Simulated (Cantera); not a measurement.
Cantera run:

```python
import numpy as np
import cantera as ct

gas_names = """
    H HI H2 I I2 N NH NH2 NH3 N2 N2H2 N2H4
""".split()
cond_names = """
    I2(cr) I2(L)
""".split()


# ... load() reads the species with a 1 bar reference pressure and builds the phases ...
atoms = {
    'HI': {'H': 1, 'I': 1},
    'H2': {'H': 2},
    'N2': {'N': 2},
}
top_T = {}  # K; cautious upper limits of use, not melting points


# ... equilibrate(T, P, feed) seeds the gas with the atoms and calls Mixture.equilibrate('TP', solver="vcs", rtol=1e-11, max_steps=5000) ...
results = []
feed = {'HI': 1, 'H2': 4, 'N2': 46}  # mol
P = 19000000  # Pa
for T in [1323, 1523, 1723, 1923, 2123, 2323, 2523, 2723, 2923, 3123, 3323, 3523]:
    mix = equilibrate(T, P, feed)
    results.append((T, P, feed, dict(zip(mix.species_names, mix.species_moles))))

top = {s: max(r[3][s] / sum(r[3][g] for g in gas_names) for r in results) for s in gas_names}
cols = sorted((s for s in top if top[s] > 0.001), key=lambda s: -top[s])[:7]
seen = [c for c in cond_names if any(r[3].get(c, 0) > 1e-12 for r in results)]
print("log10 of partial pressures in bar; condensed amounts in mol")
print(f"{'T/K':>10s}" + "".join(f"{s[:9]:>10s}" for s in cols + seen))
for T, P, feed, n in results:
    ng = sum(n[g] for g in gas_names)
    print(f"{T:10.4g}" + "".join(f"{np.log10(max(n[s] / ng * P / 1e5, 1e-99)):10.3f}" for s in cols)
          + "".join(f"{n.get(c, 0):10.4g}" for c in seen))
```

Output:

```
log10 of partial pressures in bar; condensed amounts in mol
       T/K        N2        H2        HI         I         H
      1323     2.234     1.172     0.548    -0.954    -5.214
      1523     2.234     1.177     0.524    -0.540    -4.048
      1723     2.233     1.181     0.486    -0.242    -3.149
      1923     2.233     1.186     0.433    -0.029    -2.433
      2123     2.232     1.191     0.367     0.122    -1.850
      2323     2.232     1.195     0.294     0.229    -1.365
      2523     2.232     1.198     0.218     0.305    -0.957
      2723     2.231     1.199     0.141     0.360    -0.608
      2923     2.230     1.199     0.066     0.400    -0.308
      3123     2.230     1.195    -0.007     0.430    -0.047
      3323     2.229     1.187    -0.077     0.453     0.181
      3523     2.228     1.175    -0.146     0.470     0.381
```

Equilibrium computed with Cantera from the NASA thermochemical tables; the gas is ideal and each condensed phase is pure. The ideal-gas law is rough above about 30 bar.
